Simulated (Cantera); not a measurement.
## Moist CO burnout

An isothermal, constant-pressure homogeneous reactor starts with 0.613 % CO, 7.77 % O2, 0.165 % H2O, 91.4 % N2, at 1325 K and 100.0 Torr.

Model: GRI-Mech 3.0 (53 species, 325 reactions), integrated in Cantera.

| t (s) | x CO | x O2 | x H2O | x HO2 | x O | x NO | x CO2 |
|---|---|---|---|---|---|---|---|
| 0.000300 | 0.00613 | 0.0777 | 0.00165 | 3.52e-11 | 5.61e-9 | <1e-12 | 5.69e-9 |
| 0.000705 | 0.00613 | 0.0777 | 0.00165 | 8.34e-11 | 1.33e-8 | <1e-12 | 1.37e-8 |
| 0.00166 | 0.00613 | 0.0777 | 0.00165 | 2.27e-10 | 3.39e-8 | <1e-12 | 3.64e-8 |
| 0.00389 | 0.00613 | 0.0777 | 0.00165 | 1.10e-9 | 1.29e-7 | <1e-12 | 1.47e-7 |
| 0.00915 | 0.00612 | 0.0777 | 0.00165 | 2.04e-8 | 2.02e-6 | <1e-12 | 2.40e-6 |
| 0.0215 | 0.00547 | 0.0771 | 0.00158 | 5.44e-7 | 0.000525 | 7.08e-10 | 0.000660 |
| 0.0505 | 0.000792 | 0.0744 | 0.00147 | 8.60e-7 | 0.00158 | 2.81e-7 | 0.00535 |
| 0.119 | 6.57e-5 | 0.0748 | 0.00160 | 3.69e-7 | 0.000264 | 4.77e-7 | 0.00608 |
| 0.279 | 8.67e-6 | 0.0749 | 0.00163 | 1.10e-7 | 4.07e-5 | 5.28e-7 | 0.00614 |
| 0.656 | 1.39e-6 | 0.0749 | 0.00164 | 2.94e-8 | 7.88e-6 | 5.47e-7 | 0.00614 |
| 1.54 | 2.59e-7 | 0.0749 | 0.00165 | 8.24e-9 | 1.94e-6 | 5.56e-7 | 0.00615 |
| 3.62 | 6.25e-8 | 0.0749 | 0.00165 | 3.09e-9 | 6.27e-7 | 5.60e-7 | 0.00615 |
| 8.51 | 2.34e-8 | 0.0749 | 0.00165 | 1.91e-9 | 2.87e-7 | 5.61e-7 | 0.00615 |
| 20.0 | 1.59e-8 | 0.0749 | 0.00165 | 1.70e-9 | 2.12e-7 | 5.61e-7 | 0.00615 |
x: mole fraction; the columns are a selection and need not sum to one.

Equilibrium at this temperature and pressure: CO 1.55e-8, O2 0.0747, H2O 0.00165, HO2 1.69e-9, O 2.08e-7, NO 0.000300, CO2 0.00615 (gas phase only).
